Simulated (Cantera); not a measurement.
Input (Python, Cantera) and output of one run.

```python
import numpy as np
import cantera as ct

gas_names = """
    H H2 N NH NH2 NH3 N2 N2H2 N2H4 Si SiH SiH2 SiH3 SiH4 SiN Si2 Si2N Si3
""".split()
cond_names = """
    Si(cr) Si(L) Si3N4(a)
""".split()


# ... load() reads the species with a 1 bar reference pressure and builds the phases ...
atoms = {
    'trisilylamine': {'Si': 3, 'N': 1, 'H': 9},
    'NH3': {'N': 1, 'H': 3},
    'N2': {'N': 2},
}
top_T = {'Si3N4(a)': 2400}  # K; cautious upper limits of use, not melting points


# ... equilibrate(T, P, feed) seeds the gas with the atoms and calls Mixture.equilibrate('TP', solver="vcs", rtol=1e-11, max_steps=5000) ...
results = []
feed = {'trisilylamine': 1, 'NH3': 0.92, 'N2': 0.31}  # mol
T = 1548.15  # K
P = 26000  # Pa
mix = equilibrate(T, P, feed)
results.append((T, P, feed, dict(zip(mix.species_names, mix.species_moles))))
x = sorted(zip(gas.X, gas.species_names), reverse=True)
print(f"T = {T:g} K  P = {P:g} Pa  gas = {mix.phase_moles(0):.4g} mol")
print("   x: " + "  ".join(f"{s} {v:.3e}" for v, s in x if v > 0.0001))
print("   condensed (mol): " + ("  ".join(f"{mix.phase(i).name} {mix.phase_moles(i):.4g}"
      for i in range(1, mix.n_phases) if mix.phase_moles(i) > 1e-12) or "none"))
```

Output:

```
T = 1548.15 K  P = 26000 Pa  gas = 5.883 mol
   x: H2 9.995e-01  N2 4.563e-04
   condensed (mol): Si(cr) 1.099  Si3N4(a) 0.6337
```

These are equilibrium values from Cantera (NASA tables, ideal gas, pure condensed phases), not measurements of a reactor. The feed counts by its element totals alone. Mutual solubility and eutectic melting of coexisting phases are not modelled.
